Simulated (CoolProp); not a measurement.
A closed Brayton cycle with carbon dioxide: compressor inlet 314.15 K and 8.1 MPa, high pressure 25.3 MPa, turbine inlet 715 K, compressor efficiency 0.89, turbine efficiency 0.9, recuperator effectiveness 0 (on enthalpy, no pinch check). Each further row changes one setting.

Computed with CoolProp (reference Helmholtz-energy equation of state, Span 1996).

```tsv
case	thermal efficiency (%)	net work (kJ/kg)	compressor to turbine work	compressor exit (K)	turbine exit (K)
as stated	17.2	76.5	0.39	396.2	590.3
turbine inlet 665 K	17.2	___	___	396.2	___
compressor inlet 324.15 K	16.6	___	___	418.9	590.3
high pressure 21.5 MPa	15.1	69.1	0.36	384.3	607.7
recuperator effectiveness 0.5	___	76.5	0.39	396.2	590.3
```

Question: What belongs in the gaps?

Answer: 
- turbine inlet 665 K, net work (kJ/kg): 65.6
- turbine inlet 665 K, compressor to turbine work: 0.42
- turbine inlet 665 K, turbine exit (K): 544.9
- compressor inlet 324.15 K, net work (kJ/kg): 66.5
- compressor inlet 324.15 K, compressor to turbine work: 0.47
- recuperator effectiveness 0.5, thermal efficiency (%): 23.0
